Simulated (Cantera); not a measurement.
Feed: 1 mol Fe3O4, 0.87 mol H2, 7.4 mol H2O, held at 470 Pa.

Equilibrium computed with Cantera from the NASA thermochemical tables; the gas is ideal and each condensed phase is pure. Candidate condensed phases: Fe, FeO, Fe(OH)2, Fe(OH)3, Fe2O3, Fe3O4, H2O; 12 gas species. Mutual solubility and eutectic melting of coexisting phases are not modelled. The tables' stoichiometric FeO is somewhat more stable than real wüstite, so its field is too wide. FeO: taken at fixed stoichiometry. Kinetics and transport are ignored.

Question: At 1800 K, list the 7 most abundant gas species with their mole fractions, and the condensed phases.

Answer: H2O 0.977, O2 0.0104, H2 0.00755, OH 0.00388, H 0.000454, O 0.000181, Fe(OH)2 0.000141. Condensed: FeO(l) + Fe3O4(s).
